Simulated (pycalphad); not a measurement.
Source of the numbers: pycalphad with the COST 507 light-alloy database (1999); pressure 1 atm. No gas phase is included, though pure Mn would boil below 2077 °C. The data set is of 1999 and partly superseded.

# Al-9.67Si-6.72Mn (at.%): equilibrium cooling sequence

```tsv
T (°C)	phases above	phases below
838.5	liquid	ALMNSI_BETA + liquid
739.9	ALMNSI_BETA + liquid	ALMNSI_ALPHA + ALMNSI_BETA + liquid
739.9	ALMNSI_ALPHA + ALMNSI_BETA + liquid	ALMNSI_ALPHA + liquid
607.0	ALMNSI_ALPHA + liquid	ALMNSI_ALPHA + fcc + liquid
576.4	ALMNSI_ALPHA + fcc + liquid	ALMNSI_ALPHA + diamond (Si) + fcc
```

Changes were sought between steps of 75 K, so a narrower field can be missed.

Database names, with the compositions (at.%) that they take in these runs: ALMNSI_BETA: Al 64 Mn 23 Si 13; ALMNSI_ALPHA: Al 70 Mn 17 Si 12.
